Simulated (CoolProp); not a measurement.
Values from CoolProp's reference Helmholtz-energy equation of state, Penoncello 2003.

Q: Give the vapour pressure (kPa), vapour Z, surface tension (mN/m), vapour viscosity (µPa s) of saturated CHF3 (R23) at 244.1, 250.1, 256.2 K.

A: 
| T (K) | p (kPa) | vapour Z | surface tension (mN/m) | vapour viscosity (µPa s) |
|---|---|---|---|---|
| 244.1 | 1040 | 0.808 | 7.27 | 12.5 |
| 250.1 | 1270 | 0.781 | 6.27 | 12.9 |
| 256.2 | 1530 | 0.751 | 5.28 | 13.3 |

Viscosity comes from a separate model (Shan 2000). Surface tension comes from a separate correlation (Mulero 2012).
